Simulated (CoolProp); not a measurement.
Water at 682.01 K and 3.2 MPa is throttled through a valve to 1.98 MPa with no heat exchange. Each further row changes one setting.

Values from CoolProp's reference Helmholtz-energy equation of state, Wagner 2002.

```tsv
case	temperature change (K)	final density (kg/m³)
as stated	(withheld)	(withheld)
outlet pressure 0.594 MPa	(withheld)	(withheld)
outlet pressure 2.57 MPa	(withheld)	(withheld)
```

### Question
Complete the blanks.

### Answer

- as stated, temperature change (K): -8.9
- as stated, final density (kg/m³): 6.55
- outlet pressure 0.594 MPa, temperature change (K): -19.5
- outlet pressure 0.594 MPa, final density (kg/m³): 1.96
- outlet pressure 2.57 MPa, temperature change (K): -4.5
- outlet pressure 2.57 MPa, final density (kg/m³): 8.50
